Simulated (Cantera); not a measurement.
Equilibrium for silicon epitaxy and polysilicon growth: SiH₄ + Cl₂ + H₂ + CH₄

Charge: 1 mol SiH₄, 0.084 mol Cl₂, 190 mol H₂, 0.0029 mol CH₄, equilibrated at 1.50 bar.

Method: chemical equilibrium by Gibbs-energy minimisation in Cantera with the NASA 1993 tables (ideal gas, pure condensed phases). Candidate condensed phases: C, C₆H₆, C₇H₈, C₈H₁₈, Si, SiC; 109 gas species. Gases not in the tables: Si₂H₆ and higher silanes. Rates play no part.

```json
[
 {"T (°C)": "827", "x H₂": "0.999", "x HCl": "0.000847", "x H": "2.11e-8", "x CH₄": "1.51e-5", "x SiH₂": "1.31e-9", "x SiH₂Cl₂": "6.04e-6", "n Si(s)": "0.997", "n Si(l)": "0"},
 {"T (°C)": "927", "x H₂": "0.999", "x HCl": "0.000864", "x H": "1.61e-7", "x CH₄": "1.51e-5", "x SiH₂": "1.19e-8", "x SiH₂Cl₂": "1.82e-6", "n Si(s)": "0.999", "n Si(l)": "0"},
 {"T (°C)": "1027", "x H₂": "0.999", "x HCl": "0.000868", "x H": "9.03e-7", "x CH₄": "1.51e-5", "x SiH₂": "7.64e-8", "x SiH₂Cl₂": "6.44e-7", "n Si(s)": "0.999", "n Si(l)": "0"},
 {"T (°C)": "1127", "x H₂": "0.999", "x HCl": "0.000869", "x H": "3.97e-6", "x CH₄": "1.51e-5", "x SiH₂": "3.76e-7", "x SiH₂Cl₂": "2.64e-7", "n Si(s)": "0.999", "n Si(l)": "0"},
 {"T (°C)": "1227", "x H₂": "0.999", "x HCl": "0.000869", "x H": "1.44e-5", "x CH₄": "1.51e-5", "x SiH₂": "1.50e-6", "x SiH₂Cl₂": "1.22e-7", "n Si(s)": "0.999", "n Si(l)": "0"},
 {"T (°C)": "1327", "x H₂": "0.999", "x HCl": "0.000869", "x H": "4.44e-5", "x CH₄": "1.51e-5", "x SiH₂": "5.00e-6", "x SiH₂Cl₂": "6.23e-8", "n Si(s)": "0.998", "n Si(l)": "0"},
 {"T (°C)": "1427", "x H₂": "0.999", "x HCl": "0.000869", "x H": "0.000120", "x CH₄": "1.50e-5", "x SiH₂": "1.42e-5", "x SiH₂Cl₂": "3.38e-8", "n Si(s)": "0", "n Si(l)": "0.996"}
]
```
x: gas mole fraction; n: condensed amount in mol.

From 827 °C to 1327 °C the condensed part is Si(s). At 1427 °C the condensed part is Si(l). The main Si-bearing gas is SiH₂Cl₂ at 827 °C and SiH₂ at 1427 °C.
